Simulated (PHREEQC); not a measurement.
Consider water at 20 °C with 0.66 mol MgCl2, 3.5 mol KCl, 0.18 mol LiCl and 2.8 mol HBr per kg of water. Closed to the air; pH follows from the charge balance.

Equilibrium calculation in PHREEQC: Pitzer model, pitzer.dat.

Q: The ionic strength comes out as 8.46 mol/kgw. What activity coefficients do Br-, H+, Li+, Mg+2, Cl- get?

A: Br- 1.0, H+ 17, Li+ 15, Mg+2 50, Cl- 0.67. Single-ion values are on the MacInnes scale.

Precipitation was switched off in this run. Saturation is exceeded, for instance for Sylvite; the values hold only as long as no solid forms. In brines, pH and single-ion activities rest on the MacInnes convention.
